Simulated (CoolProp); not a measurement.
o-xylene along the isobar 3.9 MPa: density (kg/m³) from the reference equation and from simpler models built on Tc = 630.3 K, pc = 3.737 MPa, ω = 0.312; each cubic takes its own stable root.

The numbers come from the reference Helmholtz-energy equation of state, Zhou 2012 in CoolProp.

| T (K) | phase | reference | Soave-Redlich-Kwong | Peng-Robinson |
|---|---|---|---|---|
| 430.6 | liquid | 762.9 | 677.8 | 765.3 |
| 446.4 | liquid | 747.5 | 663.4 | 749.5 |
| 462.2 | liquid | 731.7 | 648.1 | 732.6 |
| 478 | liquid | 715.2 | 631.7 | 714.4 |
| 493.7 | liquid | 698.0 | 614.3 | 694.8 |
| 509.5 | liquid | 679.8 | 595.3 | 673.4 |
| 525.3 | liquid | 660.4 | 574.6 | 650.0 |
| 541.1 | liquid | 639.4 | 551.9 | 624.2 |
| 556.9 | liquid | 616.3 | 526.7 | 595.2 |
| 572.7 | liquid | 590.3 | 498.2 | 562.2 |
| 588.4 | liquid | 559.8 | 465.2 | 523.9 |
| 604.2 | liquid | 521.0 | 424.5 | 476.2 |
| 620 | liquid | 463.3 | 368.3 | 410.1 |
